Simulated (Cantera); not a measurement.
Standard-state values (1 bar) from the NASA 1993 polynomials, evaluated with Cantera. Values are per mole of reaction as written; species without (g) are pure solids or liquids, kept so even where they would boil at 1 bar.

Question: Between 300 and 2025 K, where is each reaction favourable under standard conditions?
- C6H6(g) + 4 NiS2 → 2 CH3(g) + 4 CS2(g) + 4 Ni

Answer: 
- C6H6(g) + 4 NiS2 → 2 CH3(g) + 4 CS2(g) + 4 Ni: ΔG° is 933 kJ at 300 K and -414 kJ at 2025 K; it changes sign between 1350 and 1425 K. ΔH° is 911 kJ and ΔS° 654 J/K at 2025 K.
